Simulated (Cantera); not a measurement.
Feed: 1 mol c-C4F8, held at 48000 Pa.

Equilibrium computed with Cantera from the NASA thermochemical tables; the gas is ideal and each condensed phase is pure. Candidate condensed phases: C; 13 gas species. The feed counts by its element totals alone. The tables' values for C2F4 are old estimates; treat these amounts as uncertain. Gases not in the tables: C2F6 and larger saturated fluorocarbons. Rates play no part.

x: gas mole fraction; n: condensed amount in mol.

```csv
T (°C),x CF4,x CF2,x F,x CF3,x CF,n C(graphite)
1275,1.000,0.000123,7.51e-6,6.62e-5,1.88e-9,2.00
1425,0.999,0.000834,6.60e-5,0.000313,5.22e-8,2.00
1575,0.994,0.00410,0.000408,0.00114,8.37e-7,2.00
1725,0.979,0.0157,0.00191,0.00339,8.78e-6,1.98
1875,0.936,0.0486,0.00717,0.00841,6.55e-5,1.95
2025,0.835,0.125,0.0222,0.0175,0.000367,1.87
2175,0.648,0.263,0.0577,0.0296,0.00160,…
2325,0.391,0.441,0.125,0.0381,0.00545,…
2475,0.163,0.563,0.224,0.0347,0.0146,…
2625,0.0477,0.559,0.339,0.0227,0.0314,…
```

Problem. Complete the blanks.

Solution. 
- 2175, n C(graphite): 1.69
- 2325, n C(graphite): 1.40
- 2475, n C(graphite): 1.07
- 2625, n C(graphite): 0.969
